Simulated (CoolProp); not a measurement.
Saturation properties of R125.

Model: reference Helmholtz-energy equation of state, Lemmon 2005, in CoolProp.

```tsv
T (K)	p (MPa)	enthalpy of vaporisation (kJ/kg)	liquid viscosity (µPa s)
195.1	0.01772	179.4	693
198.7	0.02259	177.7	647
202.3	0.02851	175.9	605
205.9	0.03563	174.1	566
209.5	0.04412	172.3	532
213.1	0.05417	170.4	500
216.7	0.06597	168.6	471
220.2	0.07932	166.7	444
223.8	0.09520	164.8	419
227.4	0.1135	162.8	396
231	0.1344	160.8	375
```

It boils at 225.1 K under 1 atm.

Viscosity comes from a separate model (Huber 2006).
